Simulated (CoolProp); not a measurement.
The numbers come from the reference Helmholtz-energy equation of state, Gao 2016 in CoolProp.

### Question
For sulfur dioxide, give the phase and the cp (kJ/(kg K)), Joule-Thomson coefficient (K/MPa) at 341.3 K and 101 kPa; 389.3 K and 101 kPa; 395.3 K and 101 kPa.

### Answer
- 341.3 K and 101 kPa: gas; cp 0.661, Joule-Thomson coefficient 24.5
- 389.3 K and 101 kPa: gas; cp 0.681, Joule-Thomson coefficient 16.4
- 395.3 K and 101 kPa: gas; cp 0.683, Joule-Thomson coefficient 15.7
